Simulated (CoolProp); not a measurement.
Vapour-liquid equilibrium of R125 (1) + R115 (2) at 298.6 K; x and y are mole fractions of (1).

The numbers come from the multi-fluid Helmholtz-energy mixture model, Lemmon 2005 and Lemmon 2016; pair parameters Bell 2016 in CoolProp.

### Question
Give the bubble pressure and the first vapour's composition at x = 0.35, 0.65, 0.8. Is there an azeotrope?

### Answer
x = 0.35: 1222 kPa, y = 0.448; x = 0.65: 1359 kPa, y = 0.692; x = 0.8: 1393 kPa, y = 0.812. y crosses x between x = 0.8 and 0.95: the model has an azeotrope there.

The pair parameters rest on a limited set of measurements; away from them the model extrapolates.
